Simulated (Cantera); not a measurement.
# Equilibrium for fluorocarbon and chlorocarbon gases: C2F6 + HCl

Input: 1 mol C2F6, 0.4 mol HCl, at 73.0 Pa.

Equilibrium computed with Cantera from the NASA thermochemical tables; the gas is ideal and each condensed phase is pure. Candidate condensed phases: C, C6H6, C7H8, C8H18; 118 gas species. The feed counts by its element totals alone. Gases not in the tables: C2F6 and larger saturated fluorocarbons. Rates play no part.

```csv
T (°C),log p F,log p CF4,log p CF2,log p HF,log p Cl,log p Cl2,log p CF,log p C3,log p HCl,n C(graphite)
900,-9.60,-3.29,-8.74,-3.90,-4.61,-4.31,-15.03,<-15,-4.72,0.584
1100,-7.55,-3.32,-6.93,-3.88,-4.02,-4.77,-11.88,<-15,-5.26,0.594
1300,-6.03,-3.33,-5.59,-3.88,-3.89,-5.73,-9.54,<-15,-5.99,0.595
1500,-4.85,-3.37,-4.56,-3.89,-3.89,-6.68,-7.73,-13.30,-6.66,0.567
1700,-3.96,-3.58,-3.84,-3.98,-3.98,-7.61,-6.35,-10.85,-7.32,0.424
1900,-3.44,-4.60,-3.68,-4.20,-4.20,-8.66,-5.43,-8.86,-7.92,0.499
2100,-3.27,-6.51,-4.08,-4.29,-4.29,-9.37,-4.94,-7.21,-8.00,1.25
2300,-3.23,-8.52,-4.62,-4.33,-4.33,-9.88,-4.62,-5.82,-7.87,1.55
2500,-3.25,-10.44,-5.19,-4.37,-4.36,-10.31,-4.41,-4.65,-7.72,0.876
```
log p: log10 of the partial pressure in bar; n: condensed amount in mol.

From 900 °C to 2500 °C the condensed part is C(graphite). The main C-bearing gas is CF4 at 900 °C and C3 at 2500 °C. The share of C in condensed phases is highest at 2300 °C (77.5 %) and lowest at 1700 °C (21.2 %).
